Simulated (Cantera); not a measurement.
Feed: 1 mol CH4, 0.064 mol O2, 1.2 mol H2, at 32300 Torr.

Cantera equilibrium calculation (NASA polynomials, part measured and part estimated; ideal gas, pure solids and liquids). Candidate condensed phases: C, C6H6, C7H8, C8H18, H2O; 110 gas species. The ideal-gas law is rough above about 30 bar. The numbers say what is thermodynamically allowed, not how fast it happens.

Task: What share of the C ends up in condensed phases as a function of T (°C), at 1602, 1702, 1802, 1902, 2002, 2102, 2202, 2302, 2402, 2502, 2602?

Result: 
| T (°C) | C condensed (%) | as |
|---|---|---|
| 1602 | 79.5 | C(graphite) |
| 1702 | 81.0 | C(graphite) |
| 1802 | 81.9 | C(graphite) |
| 1902 | 82.1 | C(graphite) |
| 2002 | 81.7 | C(graphite) |
| 2102 | 80.6 | C(graphite) |
| 2202 | 78.8 | C(graphite) |
| 2302 | 75.9 | C(graphite) |
| 2402 | 71.7 | C(graphite) |
| 2502 | 66.1 | C(graphite) |
| 2602 | 58.7 | C(graphite) |
